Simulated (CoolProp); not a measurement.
Nitrous oxide along the isotherm 243.6 K: Z from the reference equation and from simpler models built on Tc = 309.5 K, pc = 72.45 bar, ω = 0.161; each cubic takes its own stable root.

Values from CoolProp's reference Helmholtz-energy equation of state, Lemmon 2006. It is a short technical equation, of lower accuracy than the large ones.

```csv
p (bar),phase,reference
22.6,liquid,0.04725
45.3,liquid,0.09401
67.9,liquid,0.1399
90.6,liquid,0.1855
113,liquid,0.2300
136,liquid,0.2752
158,liquid,0.3180
181,liquid,0.3624
```

### Question
How far does each simpler model (van der Waals, Redlich-Kwong, Peng-Robinson) lie from the reference over these 8 states: mean and median of the absolute difference, and the worst?

### Answer
- van der Waals: mean 246.3 %, median 53.8 %, worst +1594.4 % at 243.6 K and 22.6 bar
- Redlich-Kwong: mean 10.5 %, median 10.3 %, worst +12.4 % at 243.6 K and 22.6 bar
- Peng-Robinson: mean 4.4 %, median 4.4 %, worst -5.0 % at 243.6 K and 181 bar

At some of these states van der Waals gives the other phase, because its saturation line lies elsewhere.
